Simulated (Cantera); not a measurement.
## Diamond growth

A diamond (100) surface in a fixed gas of H2 with x(CH4) = 0.0078, x(H) = 0.00046, x(CH3) = 1.4e-05, 2700 Pa; coverages are run to steady state.

Model: the Harris–Goodwin 1993 mechanism for the reconstructed diamond (100) surface, integrated in Cantera.

| T (K) | growth (µm/h) | θ c6HH | θ c6H* | θ c6*H | θ c6** | θ c6HM |
|---|---|---|---|---|---|---|
| 950 | 0.122 | 0.634 | 0.0137 | 0.325 | 0.00586 | 0.0160 |
| 1000 | 0.107 | 0.598 | 0.0178 | 0.364 | 0.00812 | 0.00871 |
| 1050 | 0.0679 | 0.564 | 0.0222 | 0.398 | 0.0106 | 0.00349 |
| 1100 | 0.0383 | 0.534 | 0.0268 | 0.424 | 0.0130 | 0.00115 |
| 1150 | 0.0249 | 0.510 | 0.0313 | 0.443 | 0.0151 | 0.000356 |
| 1200 | 0.0206 | 0.491 | 0.0356 | 0.456 | 0.0169 | 0.000112 |
| 1250 | 0.0189 | 0.480 | 0.0396 | 0.462 | 0.0181 | 3.62e-5 |
| 1300 | 0.0151 | 0.475 | 0.0433 | 0.463 | 0.0188 | 1.20e-5 |
| 1350 | 0.00910 | 0.475 | 0.0466 | 0.459 | 0.0190 | 4.13e-6 |
| 1400 | 0.00428 | 0.480 | 0.0493 | 0.452 | 0.0188 | 1.55e-6 |
θ: site fractions in the mechanism's names (c6HH fully hydrogenated, c6H* and c6*H radical sites, c6** diradical, c6HM methylated).
